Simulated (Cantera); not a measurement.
A closed system holds: 1 mol SiHCl3, 4.3 mol NH3, 0.12 mol H2, equilibrated at 0.100 bar.

These are equilibrium values from Cantera (NASA tables, ideal gas, pure condensed phases), not measurements of a reactor. Candidate condensed phases: NH4Cl, Si, Si3N4; 28 gas species. Kinetics and transport are ignored.

Task: What share of the Si ends up in condensed phases as a function of T (K), at 1475, 1500, 1525, 1550, 1575, 1600, 1625, 1650, 1675, 1700, 1725, 1750?

Result: 
```json
[
 {"T (K)": "1475", "Si condensed (%)": "89.1", "as": "Si3N4(s)"},
 {"T (K)": "1500", "Si condensed (%)": "86.8", "as": "Si3N4(s)"},
 {"T (K)": "1525", "Si condensed (%)": "84.0", "as": "Si3N4(s)"},
 {"T (K)": "1550", "Si condensed (%)": "80.6", "as": "Si3N4(s)"},
 {"T (K)": "1575", "Si condensed (%)": "76.7", "as": "Si3N4(s)"},
 {"T (K)": "1600", "Si condensed (%)": "72.2", "as": "Si3N4(s)"},
 {"T (K)": "1625", "Si condensed (%)": "67.3", "as": "Si3N4(s)"},
 {"T (K)": "1650", "Si condensed (%)": "62.0", "as": "Si3N4(s)"},
 {"T (K)": "1675", "Si condensed (%)": "56.4", "as": "Si3N4(s)"},
 {"T (K)": "1700", "Si condensed (%)": "50.6", "as": "Si3N4(s)"},
 {"T (K)": "1725", "Si condensed (%)": "44.8", "as": "Si3N4(s)"},
 {"T (K)": "1750", "Si condensed (%)": "39.0", "as": "Si3N4(s)"}
]
```
